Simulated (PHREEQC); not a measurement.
Solution A (0.0011 mol CuCl2 per kg of water) is mixed with solution B (0.022 mol K2CO3, 0.013 mol K2SO4 and 2e-05 mol CO2 per kg of water) at 25 °C; shares are by mass of water, 1 kg in all. Oxygen is held at 0.21 atm. CO2 from the air is kept out. The run lets Cu(OH)2, Malachite, Brochantite, Antlerite, Atacamite, Chalcanthite precipitate or redissolve, and no other solid.

The series has 21 steps of share of solution B, from 0 to 1.

Computed with PHREEQC (ion-association model, wateq4f.dat).

**Question.** Which solids form, in which order, and at which step of the series does each first stand?

**Answer.** Malachite from share of solution B = 0.05 (pH 6.00), last present at share of solution B = 0.1; Cu(OH)2 from share of solution B = 0.1 (pH 9.36), last present at share of solution B = 0.95.

**Question.** Between which two steps does the pH jump most, and from what to what?

**Answer.** Between share of solution B = 0.05 and 0.1: from 6.00 to 9.36.

Species that the database lacks are ignored. The database's constant for dissolved Cu(OH)2 is higher than later reviews accept.
